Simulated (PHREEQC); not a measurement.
Make-up at 25 °C: 0.02 mol KOH, 4.2e-07 mol H4SiO4 and 0.0042 mol CO2 per kg of water. Closed to the air; pH follows from the charge balance.

Computed with PHREEQC (ion-association model, phreeqc.dat).

```json
{
  "pH": "11.99",
  "ionic_strength": "0.0241 mol/kgw",
  "specific_conductance": "3890 µS/cm",
  "total_alkalinity": "20.0 meq/kg"
}
```

```csv
species,molality,activity,log γ
K+,0.0200,0.0171,-0.067
OH-,0.0117,0.00999,-0.067
CO3-2,0.00414,0.00234,-0.248
HCO3-,5.82e-5,5.05e-5,-0.062
H3SiO4-,3.79e-7,3.26e-7,-0.066
H2SiO4-2,3.88e-8,2.19e-8,-0.248
```

No solid was allowed to form. Species that the database lacks are ignored.
